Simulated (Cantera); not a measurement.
An adiabatic, constant-pressure homogeneous reactor starts with CO : H₂ : CH₄ : O₂ : N₂ = 1 : 0.27 : 0.49 : 1.66 : 6.26 (molar parts), equivalence ratio 0.97, at 1200 K and 1.01 bar.

Computed with Cantera and GRI-Mech 3.0 (53 species, 325 reactions).

Problem. Predict: time of steepest temperature rise; temperature at 2.00 s; equilibrium temperature; x(CO) at 2.00 s; x(H₂) at 2.00 s; x(CO₂) at 2.00 s.

Solution. 
```
Property                                                            Result
---------------------------------  ---------------------------------------
time of steepest temperature rise                                  1.56 ms
temperature at 2.00 s                                               2636 K
equilibrium temperature                                             2636 K
x(CO) at 2.00 s                      0.0501 (gas-phase equilibrium 0.0501)
x(H₂) at 2.00 s                    0.00817 (gas-phase equilibrium 0.00817)
x(CO₂) at 2.00 s                       0.108 (gas-phase equilibrium 0.108)
```
